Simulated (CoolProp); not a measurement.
Computed with CoolProp (reference Helmholtz-energy equation of state, Akasaka 2015).

Question: For R245fa, give the phase and the cp (kJ/(kg K)), viscosity (µPa s), Prandtl number at 311.8 K and 60.2 kPa; 362.8 K and 65.5 kPa; 274.9 K and 409 kPa.

Answer: 
- 311.8 K and 60.2 kPa: gas; cp 0.899, viscosity 12.4, Prandtl number 0.659
- 362.8 K and 65.5 kPa: gas; cp 0.983, viscosity 14.4, Prandtl number 0.660
- 274.9 K and 409 kPa: liquid; cp 1.26, viscosity 526, Prandtl number 6.71

Viscosity comes from a separate model (Bell 2016), an estimate that may be off by 10 % or more. Thermal conductivity comes from a separate model (Huber 2003), an estimate that may be off by 10 % or more.
